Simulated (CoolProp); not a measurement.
Decamethyltetrasiloxane (MD2M) along the isobar 0.711 MPa: fugacity coefficient from the reference equation and from simpler models built on Tc = 599.4 K, pc = 1.144 MPa, ω = 0.635; each cubic takes its own stable root.

The numbers come from the reference Helmholtz-energy equation of state, Thol 2017 in CoolProp.

| T (K) | phase | reference | van der Waals | Redlich-Kwong | Soave-Redlich-Kwong | Peng-Robinson |
|---|---|---|---|---|---|---|
| 391.4 | liquid | 0.01486 | 0.2253 | 0.07970 | 0.01514 | 0.01571 |
| 414.6 | liquid | 0.03368 | 0.2932 | 0.1291 | 0.03402 | 0.03462 |
| 437.7 | liquid | 0.06740 | 0.3695 | 0.1948 | 0.06787 | 0.06805 |
| 460.9 | liquid | 0.1223 | 0.4539 | 0.2778 | 0.1231 | 0.1221 |
| 484.1 | liquid | 0.2037 | 0.5445 | 0.3770 | 0.2054 | 0.2020 |
| 507.3 | liquid | 0.3156 | 0.6398 | 0.4906 | 0.3185 | 0.3116 |
| 530.5 | liquid | 0.4593 | 0.7373 | 0.6149 | 0.4630 | 0.4513 |
| 553.6 | liquid | 0.6317 | 0.7754 | 0.7387 | 0.6335 | 0.6164 |
| 576.8 | gas | 0.7719 | 0.7977 | 0.7695 | 0.7588 | 0.7411 |
| 600 | gas | 0.8057 | 0.8169 | 0.7952 | 0.7955 | 0.7775 |

At some of these states van der Waals, Redlich-Kwong gives the other phase, because its saturation line lies elsewhere.
